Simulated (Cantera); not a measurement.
A Cantera script and what it prints.

```python
import numpy as np
import cantera as ct

gas_names = """
    CL CL2 N N2 Si SiCL SiCL2 SiCL3 SiCL4 SiN Si2 Si2N Si3
""".split()
cond_names = """
    Si(cr) Si(L) Si3N4(a)
""".split()


# ... load() reads the species with a 1 bar reference pressure and builds the phases ...
atoms = {
    'SiCl4': {'Si': 1, 'CL': 4},
    'Cl2': {'CL': 2},
    'N2': {'N': 2},
}
top_T = {'Si3N4(a)': 2400}  # K; cautious upper limits of use, not melting points


# ... equilibrate(T, P, feed) seeds the gas with the atoms and calls Mixture.equilibrate('TP', solver="vcs", rtol=1e-11, max_steps=5000) ...
results = []
feed = {'SiCl4': 1, 'Cl2': 0.22, 'N2': 4.2}  # mol
T = 1750  # K
P = 2900  # Pa
mix = equilibrate(T, P, feed)
results.append((T, P, feed, dict(zip(mix.species_names, mix.species_moles))))
x = sorted(zip(gas.X, gas.species_names), reverse=True)
print(f"T = {T:g} K  P = {P:g} Pa  gas = {mix.phase_moles(0):.4g} mol")
print("   x: " + "  ".join(f"{s} {v:.3e}" for v, s in x if v > 1e-05))
print("   condensed (mol): " + ("  ".join(f"{mix.phase(i).name} {mix.phase_moles(i):.4g}"
      for i in range(1, mix.n_phases) if mix.phase_moles(i) > 1e-12) or "none"))
```

Output:

```
T = 1750 K  P = 2900 Pa  gas = 5.696 mol
   x: N2 7.373e-01  SiCL4 1.636e-01  CL 8.384e-02  SiCL3 1.073e-02  CL2 3.312e-03  SiCL2 1.250e-03
   condensed (mol): none
```

Method: chemical equilibrium by Gibbs-energy minimisation in Cantera with the NASA 1993 tables (ideal gas, pure condensed phases). The tables' values for SiCl3 are old estimates; treat these amounts as uncertain.
